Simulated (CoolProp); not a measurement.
Vapour-liquid equilibrium of trans-2-butene (1) + ethanol (2) at 76.25 °C; x and y are mole fractions of (1).

Values from CoolProp's multi-fluid Helmholtz-energy mixture model, Lemmon 2005 and Schroeder 2014; pair parameters Bell 2016.

Task: Give the bubble pressure and the first vapour's composition at x = 0.2, 0.35, 0.5. Is there an azeotrope?

Result: x = 0.2: 5.925 bar, y = 0.853; x = 0.35: 7.460 bar, y = 0.889; x = 0.5: 7.857 bar, y = 0.897. No azeotrope shows between x = 0.05 and 0.95.

Pair parameters are fitted to limited data, so mixtures are less certain than the pure fluids. With so large a gap from Raoult's law the liquid may split in two, which this calculation doesn't test in full.
